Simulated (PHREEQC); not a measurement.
Synthetic water in mg/L, 25 °C, pH 6.74, pe 11: Na 52.9; K 0.616; Ca 16.3; Mg 14.7; Cl 20.3; S(6) as SO4 35.7; Alkalinity as HCO3 190; Zn 8.12; Pb 0.507; Br 0.199.

Valence states are taken as typed.

The numbers come from PHREEQC with the ion-association model, phreeqc.dat.

The ionic strength comes out as 0.00572 mol/kgw. What activity coefficients do Zn+2, CaHCO3+, SO4-2, K+, HCO3- get?

Zn+2 0.73, CaHCO3+ 0.92, SO4-2 0.73, K+ 0.92, HCO3- 0.92.

Precipitation was switched off in this run. The solution is supersaturated, for example in Cerussite, so a real one may precipitate; this is no full list. The database's zinc carbonate complexes are estimates, stronger than later reviews accept.
